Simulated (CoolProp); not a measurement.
n-perfluorohexane at several states: Z from the reference equation and from simpler models built on Tc = 448.0 K, pc = 17.42 bar, ω = 0.497; each cubic takes its own stable root.

Model: reference Helmholtz-energy equation of state, Gao 2022, in CoolProp.

```tsv
T (K)	p (bar)	phase	reference	van der Waals	Redlich-Kwong
347.3	1.4	gas	(withheld)	0.9547	0.9413
254.3	47.3	liquid	(withheld)	(withheld)	0.5024
231.8	0.535	liquid	(withheld)	(withheld)	(withheld)
215.2	34.6	liquid	0.3412	0.6099	0.4154
200.6	87.7	liquid	0.9035	1.600	1.099
219.4	0.669	liquid	(withheld)	0.01189	(withheld)
```

Task: Fill in the missing entries.

Result: 
- 347.3, reference: 0.9267
- 254.3, reference: 0.4170
- 254.3, van der Waals: 0.7277
- 231.8, reference: 0.005041
- 231.8, van der Waals: 0.9572
- 231.8, Redlich-Kwong: 0.006165
- 219.4, reference: 0.006538
- 219.4, Redlich-Kwong: 0.008005

At some of these states van der Waals gives the other phase, because its saturation line lies elsewhere.
